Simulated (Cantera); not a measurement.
## SiH2Cl2 + Cl2 + N2 (silicon epitaxy and polysilicon growth)

Input: 1 mol SiH2Cl2, 0.02 mol Cl2, 20 mol N2, at 1427 °C and 0.580 bar.

These are equilibrium values from Cantera (NASA tables, ideal gas, pure condensed phases), not measurements of a reactor. Candidate condensed phases: NH4Cl, Si, Si3N4; 28 gas species. The tables' values for SiCl3 are old estimates; treat these amounts as uncertain. Equilibrium is a limit: real reactors are often held back by kinetics, nucleation or transport.

The x(N2) is 0.909 and the x(HCl) comes out as 0.0554. The x(H2) is 0.0187 and the x(SiCl2) is 0.0121. The x(SiCl3) comes out as 0.00300, the x(SiCl4) comes out as 0.00147 and the x(SiHCl3) is 9.58e-5. The x(Cl) is 6.09e-5 and the x(H) is 2.65e-5. The n(Si3N4(s)) is 0.214 mol. The gas amount comes out as 21.53 mol and the log10 activity of Si(l) (absent) comes out as -1.69.
